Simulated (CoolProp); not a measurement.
Carbon dioxide at 293.15 K and 1.66 MPa is compressed adiabatically to 5.4 MPa with isentropic efficiency 0.6. Each further row changes one setting.

Model: reference Helmholtz-energy equation of state, Span 1996, in CoolProp.

```
case             work (kJ/kg)  final temperature (K)  final density (kg/m³)
---------------  ------------  ---------------------  ---------------------
as stated                 [?]                  425.7                    [?]
efficiency 1              [?]                    [?]                   83.8
efficiency 0.65           [?]                  417.8                    [?]
```

What belongs in the gaps?


- as stated, work (kJ/kg): 112
- as stated, final density (kg/m³): 72.7
- efficiency 1, work (kJ/kg): 67.3
- efficiency 1, final temperature (K): 385.2
- efficiency 0.65, work (kJ/kg): 104
- efficiency 0.65, final density (kg/m³): 74.5
